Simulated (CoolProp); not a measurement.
Properties of CF4 (R14) along the isobar 0.156 MPa.

Model: reference Helmholtz-energy equation of state, Platzer 1990, in CoolProp. This equation is an older, rougher fit.

| T (°C) | phase | Joule-Thomson coefficient (K/MPa) | Prandtl number | fugacity coefficient |
|---|---|---|---|---|
| -91.45 | gas | … | 0.758 | 0.9727 |
| -67.65 | gas | 13.17 | … | 0.9809 |
| -43.85 | gas | 10.15 | 0.753 | 0.9863 |
| -19.95 | gas | 8.039 | 0.752 | 0.9899 |
| 3.85 | gas | 6.519 | 0.752 | 0.9925 |
| 27.65 | gas | … | 0.752 | 0.9944 |
| 51.45 | gas | 4.520 | 0.751 | 0.9959 |
| 75.25 | gas | 3.844 | 0.751 | 0.9969 |
| 99.15 | gas | 3.304 | … | 0.9978 |
| 122.95 | gas | 2.869 | 0.749 | 0.9984 |

Problem. What belongs in the gaps?

Solution. 
- -91.45, Joule-Thomson coefficient (K/MPa): 17.72
- -67.65, Prandtl number: 0.754
- 27.65, Joule-Thomson coefficient (K/MPa): 5.386
- 99.15, Prandtl number: 0.750

Viscosity comes from a separate model (Huber 2003), an estimate that may be off by 10 % or more. Thermal conductivity comes from a separate model (Huber 2003), an estimate that may be off by 10 % or more.
